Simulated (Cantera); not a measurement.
A Cantera script and what it prints.

```python
import numpy as np
import cantera as ct

gas_names = [...]  # 109 gases of nasa_gas.yaml made of C, Cl, H, Si
cond_names = """
    C(gr) C6H6(L) C7H8(L) C8H18(L),n-octa Si(cr) Si(L) SiC(b)
""".split()


# ... load() reads the species with a 1 bar reference pressure and builds the phases ...
atoms = {
    'SiH2Cl2': {'Si': 1, 'H': 2, 'CL': 2},
    'C3H8': {'C': 3, 'H': 8},
    'H2': {'H': 2},
}
top_T = {'C(gr)': 4500, 'SiC(b)': 3050}  # K; cautious upper limits of use, not melting points


# ... equilibrate(T, P, feed) seeds the gas with the atoms and calls Mixture.equilibrate('TP', solver="vcs", rtol=1e-11, max_steps=5000) ...
results = []
feed = {'SiH2Cl2': 1, 'C3H8': 0.063, 'H2': 72}  # mol
P = 39000  # Pa
for T in [1725, 1775, 1825, 1875, 1925, 1975, 2025, 2075, 2125, 2175, 2225]:
    mix = equilibrate(T, P, feed)
    results.append((T, P, feed, dict(zip(mix.species_names, mix.species_moles))))
    x = sorted(zip(gas.X, gas.species_names), reverse=True)
    print(f"T = {T:g} K  P = {P:g} Pa  gas = {mix.phase_moles(0):.4g} mol")
    print("   x: " + "  ".join(f"{s} {v:.3e}" for v, s in x if v > 0.0001))
    print("   condensed (mol): " + ("  ".join(f"{mix.phase(i).name} {mix.phase_moles(i):.4g}"
          for i in range(1, mix.n_phases) if mix.phase_moles(i) > 1e-12) or "none"))
```

Output:

```
T = 1725 K  P = 39000 Pa  gas = 74.26 mol
   x: H2 9.747e-01  HCL 2.307e-02  SiCL2 1.883e-03  H 2.936e-04
   condensed (mol): Si(L) 0.6673  SiC(b) 0.1885
T = 1775 K  P = 39000 Pa  gas = 74.27 mol
   x: H2 9.744e-01  HCL 2.329e-02  SiCL2 1.783e-03  H 4.575e-04
   condensed (mol): Si(L) 0.6742  SiC(b) 0.1885
T = 1825 K  P = 39000 Pa  gas = 74.28 mol
   x: H2 9.740e-01  HCL 2.347e-02  SiCL2 1.690e-03  H 6.960e-04
   condensed (mol): Si(L) 0.6797  SiC(b) 0.1884
T = 1875 K  P = 39000 Pa  gas = 74.29 mol
   x: H2 9.736e-01  HCL 2.364e-02  SiCL2 1.604e-03  H 1.036e-03
   condensed (mol): Si(L) 0.6836  SiC(b) 0.1884
T = 1925 K  P = 39000 Pa  gas = 74.31 mol
   x: H2 9.730e-01  HCL 2.378e-02  SiCL2 1.524e-03  H 1.510e-03
   condensed (mol): Si(L) 0.6855  SiC(b) 0.1882
T = 1975 K  P = 39000 Pa  gas = 74.34 mol
   x: H2 9.722e-01  HCL 2.390e-02  H 2.160e-03  SiCL2 1.449e-03
   condensed (mol): Si(L) 0.6845  SiC(b) 0.188
T = 2025 K  P = 39000 Pa  gas = 74.38 mol
   x: H2 9.711e-01  HCL 2.400e-02  H 3.037e-03  SiCL2 1.380e-03  Si 1.493e-04  SiH2 1.187e-04
   condensed (mol): Si(L) 0.6796  SiC(b) 0.1875
T = 2075 K  P = 39000 Pa  gas = 74.44 mol
   x: H2 9.697e-01  HCL 2.407e-02  H 4.200e-03  SiCL2 1.314e-03  Si 2.612e-04  SiH2 1.553e-04
   condensed (mol): Si(L) 0.669  SiC(b) 0.1866
T = 2125 K  P = 39000 Pa  gas = 74.51 mol
   x: H2 9.679e-01  HCL 2.411e-02  H 5.721e-03  SiCL2 1.251e-03  Si 4.451e-04  SiH2 2.005e-04  SiH 1.407e-04  SiCL 1.148e-04  CL 1.045e-04
   condensed (mol): Si(L) 0.6501  SiC(b) 0.1849
T = 2175 K  P = 39000 Pa  gas = 74.62 mol
   x: H2 9.654e-01  HCL 2.412e-02  H 7.681e-03  SiCL2 1.192e-03  Si 7.398e-04  SiH2 2.557e-04  SiH 2.110e-04  SiCL 1.551e-04  CL 1.400e-04
   condensed (mol): Si(L) 0.6191  SiC(b) 0.1819
T = 2225 K  P = 39000 Pa  gas = 74.75 mol
   x: H2 9.622e-01  HCL 2.409e-02  H 1.017e-02  Si 1.201e-03  SiCL2 1.135e-03  SiH2 3.221e-04  SiH 3.104e-04  SiCL 2.064e-04  CL 1.848e-04
   condensed (mol): Si(L) 0.5704  SiC(b) 0.1764
```

Method: chemical equilibrium by Gibbs-energy minimisation in Cantera with the NASA 1993 tables (ideal gas, pure condensed phases). Mutual solubility and eutectic melting of coexisting phases are not modelled. The tables' values for SiCl, SiCl3 are old estimates; treat these amounts as uncertain. Gases not in the tables: Si2H6 and higher silanes.
